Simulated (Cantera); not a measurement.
What does this Cantera script print?

```python
import numpy as np
import cantera as ct

gas = ct.Solution("gri30.yaml")
gas.TPX = 1300, 2500000, {'CH4': 1, 'H2': 0.073, 'O2': 1.45, 'N2': 5.47}
reactor = ct.IdealGasConstPressureReactor(gas, energy="on", clone=False)
net = ct.ReactorNet([reactor])
net.rtol, net.atol = 1e-08, 1e-16
show = ['CH4', 'H2', 'O2', 'HCO', 'O', 'CO2', 'C2H4']
times = np.geomspace(1e-05, 0.4, 13)

steps = ct.SolutionArray(gas, extra=["t"])
rows = []
print(f"{'t/s':>10s}{'T/K':>9s}{'P/Pa':>11s}" + "".join(f"{s:>11s}" for s in show))
for t in times:
    while net.time < t:
        t_next = net.step()
        steps.append(gas.state, t=t_next)
    rows.append([np.interp(t, steps.t, y) for y in (steps.T, steps.P, *steps(*show).X.T)])
    print(f"{t:10.3e}{rows[-1][0]:9.1f}{rows[-1][1]:11.4g}" + "".join(f"{x:11.3e}" for x in rows[-1][2:]))
rate = np.gradient(steps.T, steps.t)
print("integrator steps:", len(steps.t))
if steps.T.max() > steps.T[0] + 200:
    print(f"time of steepest temperature rise: {steps.t[rate.argmax()]:.4e} s")
gas.TPX = 1300, 2500000, {'CH4': 1, 'H2': 0.073, 'O2': 1.45, 'N2': 5.47}
gas.equilibrate("HP")
print(f"equilibrium (HP): T = {gas.T:.1f} K  " + "  ".join(f"{s} {gas[s].X[0]:.3e}" for s in show))
```

Result:

```
       t/s      T/K       P/Pa        CH4         H2         O2        HCO          O        CO2       C2H4
 1.000e-05   1300.0    2.5e+06  1.251e-01  9.132e-03  1.814e-01  1.216e-12  1.853e-09  5.278e-11  9.340e-10
 2.418e-05   1300.1    2.5e+06  1.251e-01  9.126e-03  1.814e-01  2.530e-11  8.632e-09  2.325e-09  3.742e-08
 5.848e-05   1301.3    2.5e+06  1.249e-01  9.080e-03  1.812e-01  8.001e-10  3.034e-08  1.002e-07  1.496e-06
 1.414e-04   1309.5    2.5e+06  1.235e-01  8.961e-03  1.801e-01  8.058e-09  5.783e-08  1.485e-06  2.297e-05
 3.420e-04   2755.5    2.5e+06  6.394e-11  5.734e-02  1.355e-04  6.758e-07  1.064e-04  3.683e-02  5.016e-17
 8.270e-04   2751.7    2.5e+06  6.668e-11  5.767e-02  1.295e-04  6.730e-07  1.024e-04  3.667e-02  5.295e-17
 2.000e-03   2751.4    2.5e+06  6.687e-11  5.769e-02  1.291e-04  6.728e-07  1.022e-04  3.665e-02  5.315e-17
 4.837e-03   2751.4    2.5e+06  6.687e-11  5.769e-02  1.291e-04  6.728e-07  1.022e-04  3.665e-02  5.315e-17
 1.170e-02   2751.4    2.5e+06  6.687e-11  5.769e-02  1.291e-04  6.728e-07  1.022e-04  3.665e-02  5.315e-17
 2.828e-02   2751.4    2.5e+06  6.687e-11  5.769e-02  1.291e-04  6.728e-07  1.022e-04  3.665e-02  5.315e-17
 6.840e-02   2751.4    2.5e+06  6.687e-11  5.769e-02  1.291e-04  6.728e-07  1.022e-04  3.665e-02  5.315e-17
 1.654e-01   2751.4    2.5e+06  6.687e-11  5.769e-02  1.291e-04  6.728e-07  1.022e-04  3.665e-02  5.315e-17
 4.000e-01   2751.4    2.5e+06  6.687e-11  5.769e-02  1.291e-04  6.728e-07  1.022e-04  3.665e-02  5.315e-17
integrator steps: 2121
time of steepest temperature rise: 3.1864e-04 s
equilibrium (HP): T = 2751.4 K  CH4 7.548e-11  H2 5.769e-02  O2 1.291e-04  HCO 6.728e-07  O 1.022e-04  CO2 3.665e-02  C2H4 5.787e-17
```

Cantera simulation using GRI-Mech 3.0 (53 species, 325 reactions); the numbers are that mechanism's predictions, not measurements. The pressure lies above the range GRI-Mech 3.0 was tuned for (to about 10 atm).
